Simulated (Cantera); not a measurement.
What does this Cantera script print?

```python
import numpy as np
import cantera as ct

gas_names = """
    N2 H2 NH3
""".split()
cond_names = """
    Cr(cr) Cr(L) Cr2N(s)
""".split()


# ... load() reads the species with a 1 bar reference pressure and builds the phases ...
species = {s.name: s for s in load("nasa_gas.yaml", gas_names) + load("nasa_condensed.yaml", cond_names)}
# Each term lists the table entries of one substance; the one whose range holds T is used.
reactions = {
    '4 Cr + N2(g) = 2 Cr2N':
        [(-4, ['Cr(cr)', 'Cr(L)']), (-1, ['N2']), (2, ['Cr2N(s)'])],
    '3 H2(g) + N2(g) = 2 NH3(g)':
        [(-3, ['H2']), (-1, ['N2']), (2, ['NH3'])],
}


def pick(names, T):
    return next(species[n] for n in names if species[n].thermo.min_temp <= T <= species[n].thermo.max_temp)


results = []
for label, terms in reactions.items():
    print(label)
    print("     T/K   dH/kJ  dS/(J/K)   dG/kJ   log10 K")
    for T in [598, 648, 698, 748, 798, 848, 898, 948, 998]:
        used = [(nu, pick(names, T)) for nu, names in terms]
        dH = sum(nu * s.thermo.h(T) for nu, s in used) / 1e6
        dS = sum(nu * s.thermo.s(T) for nu, s in used) / 1e3
        dG = dH - T * dS / 1e3
        logK = -dG * 1e6 / (ct.gas_constant * T * np.log(10))
        results.append((label, T, dH, dS, dG, logK, [s.name for _, s in used]))
        print(f"{T:8g} {dH:8.1f} {dS:8.1f} {dG:8.1f} {logK:8.2f}")
```

It prints:

```
4 Cr + N2(g) = 2 Cr2N
     T/K   dH/kJ  dS/(J/K)   dG/kJ   log10 K
     598   -246.3   -145.5   -159.3    13.91
     648   -245.3   -144.0   -152.0    12.26
     698   -244.4   -142.6   -144.9    10.84
     748   -243.4   -141.2   -137.8     9.62
     798   -242.4   -139.9   -130.8     8.56
     848   -241.4   -138.7   -123.8     7.63
     898   -240.3   -137.4   -116.9     6.80
     948   -239.3   -136.3   -110.1     6.06
     998   -238.2   -135.2   -103.3     5.40
3 H2(g) + N2(g) = 2 NH3(g)
     T/K   dH/kJ  dS/(J/K)   dG/kJ   log10 K
     598   -102.9   -224.3     31.3    -2.73
     648   -104.2   -226.4     42.5    -3.43
     698   -105.3   -228.1     53.9    -4.03
     748   -106.4   -229.6     65.4    -4.56
     798   -107.3   -230.8     76.9    -5.03
     848   -108.2   -231.9     88.4    -5.45
     898   -109.0   -232.8    100.0    -5.82
     948   -109.7   -233.5    111.7    -6.15
     998   -110.3   -234.1    123.4    -6.46
```

Standard-state values (1 bar) from the NASA 1993 polynomials, evaluated with Cantera. Condensed species are held in their standard states even where they would react or evaporate.
